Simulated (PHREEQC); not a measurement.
0.1 mol of Gypsum (CaSO4:2H2O) is brought to equilibrium with 1 kg of water holding 0.03 mol/kgw NaCl, at 65 °C, the pH being set by adding NaOH or HCl. O2 is buffered at 0.21 atm. CO2 from the air is kept out. Solids allowed: Gypsum. Others were left out.

All values are PHREEQC results (ion-association model, phreeqc.dat), not measurements.

```tsv
pH	dissolved Ca (mol/kgw)	dissolved S (mol/kgw)	HSO4- (mol/kgw)
3	0.0182	0.0182	0.00140
3.35	0.0177	0.0177	0.000641
3.7	0.0174	0.0174	0.000290
4.05	0.0173	0.0173	0.000130
4.4	0.0173	0.0173	5.84e-5
4.75	0.0173	0.0173	2.61e-5
5.1	0.0173	0.0173	1.17e-5
5.45	0.0173	0.0173	5.22e-6
5.8	0.0173	0.0173	2.33e-6
6.15	0.0173	0.0173	1.04e-6
6.5	0.0172	0.0172	4.65e-7
6.85	0.0172	0.0172	2.08e-7
7.2	0.0172	0.0172	9.28e-8
7.55	0.0173	0.0173	4.15e-8
7.9	0.0173	0.0173	1.85e-8
8.25	0.0173	0.0173	8.27e-9
8.6	0.0173	0.0173	3.69e-9
8.95	0.0173	0.0173	1.65e-9
9.3	0.0173	0.0173	7.37e-10
9.65	0.0173	0.0173	3.29e-10
10	0.0174	0.0174	1.47e-10
```

Away from 25 °C the constants follow the database's enthalpies or fits; those with neither stay at their 25 °C values.
